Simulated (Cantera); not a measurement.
Cantera run, input and output.

```python
import numpy as np
import cantera as ct

gas = ct.Solution("gri30.yaml")
gas.TPX = 1123, 1333, {'H2': 0.0085, 'O2': 1}
reactor = ct.IdealGasConstPressureReactor(gas, energy="off", clone=False)
net = ct.ReactorNet([reactor])
net.rtol, net.atol = 1e-08, 1e-18
show = ['H2', 'O2', 'H2O2', 'O', 'H']
times = np.geomspace(0.0008, 300, 11)

steps = ct.SolutionArray(gas, extra=["t"])
rows = []
print(f"{'t/s':>10s}{'T/K':>9s}{'P/Pa':>11s}" + "".join(f"{s:>11s}" for s in show))
for t in times:
    while net.time < t:
        t_next = net.step()
        steps.append(gas.state, t=t_next)
    rows.append([np.interp(t, steps.t, y) for y in (steps.T, steps.P, *steps(*show).X.T)])
    print(f"{t:10.3e}{rows[-1][0]:9.1f}{rows[-1][1]:11.4g}" + "".join(f"{x:11.3e}" for x in rows[-1][2:]))
rate = np.gradient(steps.T, steps.t)
print("integrator steps:", len(steps.t))
if steps.T.max() > steps.T[0] + 200:
    print(f"time of steepest temperature rise: {steps.t[rate.argmax()]:.4e} s")
gas.TPX = 1123, 1333, {'H2': 0.0085, 'O2': 1}
gas.equilibrate("TP")
print(f"equilibrium (TP): T = {gas.T:.1f} K  " + "  ".join(f"{s} {gas[s].X[0]:.3e}" for s in show))
```

Output:

```
       t/s      T/K       P/Pa         H2         O2       H2O2          O          H
 8.000e-04   1123.0       1333  8.428e-03  9.916e-01  1.728e-13  2.082e-09  3.432e-10
 2.887e-03   1123.0       1333  8.428e-03  9.916e-01  2.275e-12  5.236e-08  5.836e-09
 1.042e-02   1123.0       1333  7.353e-03  9.906e-01  1.175e-08  7.178e-04  9.254e-05
 3.761e-02   1123.0       1333  2.863e-05  9.852e-01  1.653e-08  5.999e-03  2.958e-04
 1.357e-01   1123.0       1333  1.610e-05  9.879e-01  1.604e-08  3.359e-03  1.242e-04
 4.899e-01   1123.0       1333  4.322e-06  9.905e-01  1.351e-08  9.000e-04  1.730e-05
 1.768e+00   1123.0       1333  5.764e-07  9.914e-01  7.353e-09  1.219e-04  8.659e-07
 6.381e+00   1123.0       1333  6.291e-08  9.915e-01  2.071e-09  1.355e-05  3.223e-08
 2.303e+01   1123.0       1333  8.283e-09  9.915e-01  4.105e-10  1.814e-06  1.580e-09
 8.312e+01   1123.0       1333  1.455e-09  9.915e-01  8.457e-11  3.226e-07  1.186e-10
 3.000e+02   1123.0       1333  3.450e-10  9.915e-01  2.163e-11  7.709e-08  1.386e-11
integrator steps: 1961
equilibrium (TP): T = 1123.0 K  H2 1.704e-10  O2 9.915e-01  H2O2 1.117e-11  O 3.818e-08  H 4.846e-12
```

Model: GRI-Mech 3.0 (53 species, 325 reactions), integrated in Cantera. Radical loss at walls, strong at low pressure, is not modelled.
